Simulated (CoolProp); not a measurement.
CH2F2 (R32) at several states: Z from the reference equation and from simpler models built on Tc = 351.3 K, pc = 57.83 bar, ω = 0.277; each cubic takes its own stable root.

The numbers come from the reference Helmholtz-energy equation of state, Tillner-Roth 1997 in CoolProp.

| T (K) | p (bar) | phase | reference |
|---|---|---|---|
| 427.8 | 0.202 | gas | 0.9993 |
| 351.9 | 34.9 | gas | 0.7266 |
| 415.7 | 13.4 | gas | 0.9504 |
| 328.3 | 64 | liquid | 0.1433 |

Q: How far does each simpler model (van der Waals, Redlich-Kwong, Soave-Redlich-Kwong, Peng-Robinson) lie from the reference over these 4 states: mean and median of the absolute difference, and the worst?

A: 
- van der Waals: mean 22.6 %, median 4.0 %, worst +82.3 % at 328.3 K and 64 bar
- Redlich-Kwong: mean 11.0 %, median 2.1 %, worst +39.8 % at 328.3 K and 64 bar
- Soave-Redlich-Kwong: mean 9.8 %, median 2.4 %, worst +34.5 % at 328.3 K and 64 bar
- Peng-Robinson: mean 5.2 %, median 0.7 %, worst +19.5 % at 328.3 K and 64 bar
